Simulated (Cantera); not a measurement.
Input: 1 mol TiCl₄, 88 mol N₂, 24 mol H₂, 2 mol H₂O, at 7.50 Torr.

Equilibrium computed with Cantera from the NASA thermochemical tables; the gas is ideal and each condensed phase is pure. Candidate condensed phases: H₂O, NH₄Cl, Ti, TiCl₂, TiCl₃, TiCl₄, TiN, TiO, TiO₂, Ti₂O₃, Ti₃O₅, Ti₄O₇; 38 gas species. Equilibrium is a limit: real reactors are often held back by kinetics, nucleation or transport.

**Question.** At 1727 °C, list the 4 most abundant gas species with their mole fractions, and the condensed phases.

**Answer.** N₂ 0.756, H₂ 0.200, HCl 0.0334, H 0.00727. Condensed: Ti₃O₅(s).
